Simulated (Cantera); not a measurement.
Cantera run:

```python
import numpy as np
import cantera as ct

gas_names = """
    F F2 N NF NF2 NF3 N2 Si SiF SiF2 SiF3 SiF4 SiN Si2 Si2N Si3
""".split()
cond_names = """
    Si(cr) Si(L) Si3N4(a)
""".split()


# ... load() reads the species with a 1 bar reference pressure and builds the phases ...
atoms = {
    'Si': {'Si': 1},
    'NF3': {'N': 1, 'F': 3},
}
top_T = {'Si3N4(a)': 2400}  # K; cautious upper limits of use, not melting points


# ... equilibrate(T, P, feed) seeds the gas with the atoms and calls Mixture.equilibrate('TP', solver="vcs", rtol=1e-11, max_steps=5000) ...
results = []
feed = {'Si': 1, 'NF3': 1.5}  # mol
P = 1333.22  # Pa
for T in [523, 623, 723, 823, 923, 1023, 1123, 1223, 1323, 1423, 1523, 1623, 1723]:
    mix = equilibrate(T, P, feed)
    results.append((T, P, feed, dict(zip(mix.species_names, mix.species_moles))))
    x = sorted(zip(gas.X, gas.species_names), reverse=True)
    print(f"T = {T:g} K  P = {P:g} Pa  gas = {mix.phase_moles(0):.4g} mol")
    print("   x: " + "  ".join(f"{s} {v:.3e}" for v, s in x if v > 0.0001))
    print("   condensed (mol): " + ("  ".join(f"{mix.phase(i).name} {mix.phase_moles(i):.4g}"
          for i in range(1, mix.n_phases) if mix.phase_moles(i) > 1e-12) or "none"))
```

Result:

```
T = 523 K  P = 1333.22 Pa  gas = 1.834 mol
   x: SiF4 5.452e-01  N2 3.637e-01  NF3 9.045e-02  F2 6.257e-04
   condensed (mol): none
T = 623 K  P = 1333.22 Pa  gas = 1.852 mol
   x: SiF4 5.399e-01  N2 3.649e-01  NF3 8.003e-02  F2 1.481e-02  F 2.700e-04
   condensed (mol): none
T = 723 K  P = 1333.22 Pa  gas = 1.946 mol
   x: SiF4 5.138e-01  N2 3.702e-01  F2 8.016e-02  NF3 3.035e-02  F 5.514e-03
   condensed (mol): none
T = 823 K  P = 1333.22 Pa  gas = 2.027 mol
   x: SiF4 4.934e-01  N2 3.685e-01  F2 1.024e-01  F 3.250e-02  NF3 3.109e-03
   condensed (mol): none
T = 923 K  P = 1333.22 Pa  gas = 2.103 mol
   x: SiF4 4.756e-01  N2 3.566e-01  F 9.811e-02  F2 6.951e-02  NF3 2.179e-04
   condensed (mol): none
T = 1023 K  P = 1333.22 Pa  gas = 2.191 mol
   x: SiF4 4.564e-01  N2 3.423e-01  F 1.743e-01  F2 2.694e-02
   condensed (mol): none
T = 1123 K  P = 1333.22 Pa  gas = 2.235 mol
   x: SiF4 4.475e-01  N2 3.356e-01  F 2.099e-01  F2 6.930e-03
   condensed (mol): none
T = 1223 K  P = 1333.22 Pa  gas = 2.246 mol
   x: SiF4 4.452e-01  N2 3.339e-01  F 2.191e-01  F2 1.769e-03
   condensed (mol): none
T = 1323 K  P = 1333.22 Pa  gas = 2.249 mol
   x: SiF4 4.447e-01  N2 3.335e-01  F 2.213e-01  F2 5.251e-04
   condensed (mol): none
T = 1423 K  P = 1333.22 Pa  gas = 2.25 mol
   x: SiF4 4.445e-01  N2 3.334e-01  F 2.219e-01  F2 1.822e-04
   condensed (mol): none
T = 1523 K  P = 1333.22 Pa  gas = 2.25 mol
   x: SiF4 4.445e-01  N2 3.334e-01  F 2.221e-01
   condensed (mol): none
T = 1623 K  P = 1333.22 Pa  gas = 2.25 mol
   x: SiF4 4.445e-01  N2 3.333e-01  F 2.222e-01
   condensed (mol): none
T = 1723 K  P = 1333.22 Pa  gas = 2.25 mol
   x: SiF4 4.445e-01  N2 3.333e-01  F 2.222e-01
   condensed (mol): none
```

Cantera equilibrium calculation (NASA polynomials, part measured and part estimated; ideal gas, pure solids and liquids).
